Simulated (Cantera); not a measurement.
Input: 1 mol Fe(CO)5, 7.7 mol CO, 4.8 mol H2, at 1027 °C and 133 Pa.

Cantera equilibrium calculation (NASA polynomials, part measured and part estimated; ideal gas, pure solids and liquids). Candidate condensed phases: C, C6H6, C7H8, C8H18, Fe, Fe(CO)5, FeO, Fe(OH)2, Fe(OH)3, Fe2O3, Fe3O4, H2O; 114 gas species. Rates play no part.

Base state: CO 0.726, H2 0.274, H 1.59e-5 (mole fractions); condensed: Fe(γ).

**Question.** What changes in the equilibrium state with this change: temperature from 1027 °C to 477 °C?

**Answer.** 
| species | before | after |
|---|---|---|
| CO | 0.726 | 0.492 |
| H2 | 0.274 | 0.309 |
| CO2 | 3.63e-6 | 0.180 |
| H2O | 2.42e-6 | 0.0185 |
| H | 1.59e-5 | <1e-9 |
| CH4 | 7.89e-7 | 0.000408 |
| Fe(γ), mol | 1.000 | 0 |
| C(graphite), mol | 0 | 2.89 |
| Fe(α), mol | 0 | 1.00 |
Condensed phases not in the tables: cementite and carbon dissolved in iron.

**Question.** What changes in the equilibrium state with this change: pressure from 133 Pa to 920000 Pa?

**Answer.** 
```csv
species,before,after
CO,0.726,0.696
H2,0.274,0.261
CO2,3.63e-6,0.0230
H2O,2.42e-6,0.0152
CH4,7.89e-7,0.00493
H,1.59e-5,1.86e-7
"Fe(γ), mol",1.000,1.00
"C(graphite), mol",0,0.559
```
Condensed phases not in the tables: cementite and carbon dissolved in iron.
